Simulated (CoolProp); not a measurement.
A simple Rankine cycle with 1,2-dichloroethane: condensing at 322.15 K, boiler at 3.64 MPa, turbine inlet 499 K, turbine efficiency 0.8, pump efficiency 0.6, no recuperator. Each further row changes one setting.

Model: reference Helmholtz-energy equation of state, Thol 2015, in CoolProp.

```csv
case,thermal efficiency (%),net work (kJ/kg),heat in (kJ/kg),turbine exit temperature (K),volume ratio over the turbine
as stated,[?],[?],254,322.1,491
condensing temperature 314.15 K,[?],44.6,[?],314.1,[?]
boiler pressure 2.55 MPa,16.2,41.5,[?],322.1,[?]
turbine efficiency 0.7,[?],34.8,254,322.1,504
```

Fill in the missing entries.


- as stated, thermal efficiency (%): 15.9
- as stated, net work (kJ/kg): 40.4
- condensing temperature 314.15 K, thermal efficiency (%): 16.9
- condensing temperature 314.15 K, heat in (kJ/kg): 264
- condensing temperature 314.15 K, volume ratio over the turbine: 678
- boiler pressure 2.55 MPa, heat in (kJ/kg): 256
- boiler pressure 2.55 MPa, volume ratio over the turbine: 489
- turbine efficiency 0.7, thermal efficiency (%): 13.7

The expansion ends wet for: as stated; condensing temperature 314.15 K; boiler pressure 2.55 MPa; turbine efficiency 0.7.
